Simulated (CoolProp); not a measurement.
Saturation properties of dimethyl carbonate (Tc = 557.0 K, pc = 4.909 MPa, ω = 0.346).

Computed with CoolProp (reference Helmholtz-energy equation of state, Zhou 2011).

```json
[
 {"T (K)": "369.7", "p (MPa)": "0.1239", "liquid density (kg/m³)": "…", "liquid cp (kJ/(kg K))": "1.975", "vapour Z": "0.9664"},
 {"T (K)": "380.6", "p (MPa)": "…", "liquid density (kg/m³)": "948.8", "liquid cp (kJ/(kg K))": "2.004", "vapour Z": "0.9575"},
 {"T (K)": "391.6", "p (MPa)": "0.2316", "liquid density (kg/m³)": "932.4", "liquid cp (kJ/(kg K))": "2.035", "vapour Z": "0.9470"},
 {"T (K)": "402.5", "p (MPa)": "0.3069", "liquid density (kg/m³)": "915.7", "liquid cp (kJ/(kg K))": "2.067", "vapour Z": "0.9350"},
 {"T (K)": "413.5", "p (MPa)": "0.4009", "liquid density (kg/m³)": "898.5", "liquid cp (kJ/(kg K))": "2.101", "vapour Z": "0.9212"},
 {"T (K)": "424.4", "p (MPa)": "0.5143", "liquid density (kg/m³)": "…", "liquid cp (kJ/(kg K))": "2.137", "vapour Z": "0.9056"},
 {"T (K)": "435.4", "p (MPa)": "0.6522", "liquid density (kg/m³)": "862.5", "liquid cp (kJ/(kg K))": "2.176", "vapour Z": "0.8880"},
 {"T (K)": "446.4", "p (MPa)": "0.8164", "liquid density (kg/m³)": "843.5", "liquid cp (kJ/(kg K))": "2.219", "vapour Z": "0.8682"},
 {"T (K)": "457.3", "p (MPa)": "1.008", "liquid density (kg/m³)": "…", "liquid cp (kJ/(kg K))": "2.266", "vapour Z": "0.8462"},
 {"T (K)": "468.3", "p (MPa)": "1.235", "liquid density (kg/m³)": "…", "liquid cp (kJ/(kg K))": "2.322", "vapour Z": "0.8214"},
 {"T (K)": "479.2", "p (MPa)": "1.496", "liquid density (kg/m³)": "781.1", "liquid cp (kJ/(kg K))": "2.387", "vapour Z": "0.7939"}
]
```

Complete the blanks.


- 369.7, liquid density (kg/m³): 964.7
- 380.6, p (MPa): 0.1709
- 424.4, liquid density (kg/m³): 880.9
- 457.3, liquid density (kg/m³): 823.8
- 468.3, liquid density (kg/m³): 803.0

It boils at 363.3 K under 1 atm.
